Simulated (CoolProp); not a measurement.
Vapour-liquid equilibrium of n-butane (1) + benzene (2) at 383.4 K; x and y are mole fractions of (1).

Model: multi-fluid Helmholtz-energy mixture model, Bücker 2006 and Thol 2012; pair parameters Bell 2016, in CoolProp.

```json
[
 {"x": "0.05", "bubble pressure (bar)": "3.228", "y at the bubble point": "0.288", "dew pressure at overall composition x (bar)": "2.474", "liquid density (mol/L)": "9.899"},
 {"x": "0.2", "bubble pressure (bar)": "5.885", "y at the bubble point": "0.645", "dew pressure at overall composition x (bar)": "2.900", "liquid density (mol/L)": "9.671"},
 {"x": "0.35", "bubble pressure (bar)": "8.437", "y at the bubble point": "0.779", "dew pressure at overall composition x (bar)": "3.503", "liquid density (mol/L)": "9.411"},
 {"x": "0.5", "bubble pressure (bar)": "10.78", "y at the bubble point": "0.851", "dew pressure at overall composition x (bar)": "4.415", "liquid density (mol/L)": "9.112"},
 {"x": "0.65", "bubble pressure (bar)": "12.96", "y at the bubble point": "0.899", "dew pressure at overall composition x (bar)": "5.954", "liquid density (mol/L)": "8.766"},
 {"x": "0.8", "bubble pressure (bar)": "15.14", "y at the bubble point": "0.940", "dew pressure at overall composition x (bar)": "9.016", "liquid density (mol/L)": "8.363"},
 {"x": "0.95", "bubble pressure (bar)": "17.60", "y at the bubble point": "0.983", "dew pressure at overall composition x (bar)": "15.73", "liquid density (mol/L)": "7.881"}
]
```

No azeotrope shows between x = 0.05 and 0.95.

The pair parameters rest on a limited set of measurements; away from them the model extrapolates. The gap from Raoult's law changes sign with composition, which may be real or a fault of the pair parameters; it wasn't checked against measurements.
